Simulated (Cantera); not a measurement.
A diamond (100) surface in a fixed gas of H2 with x(CH4) = 0.012, x(CH3) = 0.001, at 1375 K, 0.0730 atm; coverages are run to steady state.

Detailed kinetics in Cantera: the Harris–Goodwin 1993 mechanism for the reconstructed diamond (100) surface.

One state of this run: growth (µm/h) = 18.7; θ c6HH = 0.346; θ c6H* = 0.0569; θ c6*H = 0.539; θ c6** = 0.0550; θ c6HM = 0.000850. θ: site fractions in the mechanism's names (c6HH fully hydrogenated, c6H* and c6*H radical sites, c6** diradical, c6HM methylated).

Question: Which value of x(H) does it belong to?
(A) 0.0014
(B) 0.11
(C) 0.0033
(D) 0.0078

Answer: D, 0.0078
